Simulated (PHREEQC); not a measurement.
Solution (60 °C): 3.1 mmol/kgw H3PO4, 14 mmol/kgw HCl and 0.087 mmol/kgw H4SiO4. Closed to the air; pH follows from the charge balance.

Model: ion-association model, phreeqc.dat, run in PHREEQC.

Each row changes one thing in this solution. This is a speciation only: nothing precipitates in the calculation.

| case | pH | ionic strength (mol/kgw) | H3PO4 (mol/kgw) | H2PO4- (mol/kgw) | HPO4-2 (mol/kgw) | SI of Quartz (SiO2) |
|---|---|---|---|---|---|---|
| as made | 1.88 | 0.0149 | 0.00221 | 0.000885 | 7.23e-9 | -0.54 |
| diluted 10-fold with water | 2.81 | 0.00163 | 7.49e-5 | 0.000235 | 1.28e-8 | -1.54 |
| H3PO4 from 0.0031 to 0.00465 mol/kgw | 1.86 | 0.0153 | 0.00335 | 0.00130 | 1.04e-8 | -0.54 |
| H4SiO4 from 8.7e-05 to 9.57e-05 mol/kgw | 1.88 | 0.0149 | 0.00221 | 0.000885 | 7.23e-9 | -0.50 |
| H3PO4 replaced by K3PO4 at the same molality | 2.26 | 0.0155 | 0.00158 | 0.00152 | 2.99e-8 | -0.54 |
| temperature from 60 to 75 °C | 1.88 | 0.0148 | 0.00229 | 0.000809 | 7.18e-9 | -0.71 |

Complexes and solids missing from the database can't appear. At this temperature some constants are extrapolated from 25 °C, and those without enthalpy data are left unchanged.
